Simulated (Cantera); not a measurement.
Thermal oxidation and active oxidation of silicon: Si + H2O + N2

Charge: 1 mol Si, 1.7 mol H2O, a varied amount of N2, held at 1773 K and 31.0 mbar.

Method: chemical equilibrium by Gibbs-energy minimisation in Cantera with the NASA 1993 tables (ideal gas, pure condensed phases). Candidate condensed phases: H2O, Si, SiO2, Si2N2O, Si3N4; 35 gas species. The tables hold silica as quartz up to 1696 K and as liquid above; real silica turns to tridymite and cristobalite and melts near 1996 K. Equilibrium is a limit: real reactors are often held back by kinetics, nucleation or transport.

From 22 mol N2 to 560 mol N2 the condensed part is SiO2(condensed). The main Si-bearing gas is SiO throughout. The share of Si in condensed phases is highest at 22 mol N2 (69.4 %) and lowest at 560 mol N2 (60.6 %).

| n(N2) (mol) | log p N2 | log p H2 | log p SiO | log p H | n SiO2(condensed) |
|---|---|---|---|---|---|
| 22 | -1.55 | -2.66 | -3.40 | -4.88 | 0.694 |
| 30 | -1.54 | -2.79 | -3.53 | -4.94 | 0.693 |
| 42 | -1.53 | -2.93 | -3.66 | -5.01 | 0.690 |
| 58 | -1.52 | -3.06 | -3.79 | -5.08 | 0.687 |
| 80 | -1.52 | -3.20 | -3.92 | -5.15 | 0.682 |
| 110 | -1.52 | -3.34 | -4.05 | -5.21 | 0.676 |
| 150 | -1.51 | -3.47 | -4.17 | -5.28 | 0.668 |
| 210 | -1.51 | -3.62 | -4.30 | -5.36 | 0.658 |
| 290 | -1.51 | -3.76 | -4.42 | -5.43 | 0.644 |
| 410 | -1.51 | -3.92 | -4.55 | -5.50 | 0.626 |
| 560 | -1.51 | -4.06 | -4.66 | -5.58 | 0.606 |
log p: log10 of the partial pressure in bar; n: condensed amount in mol.
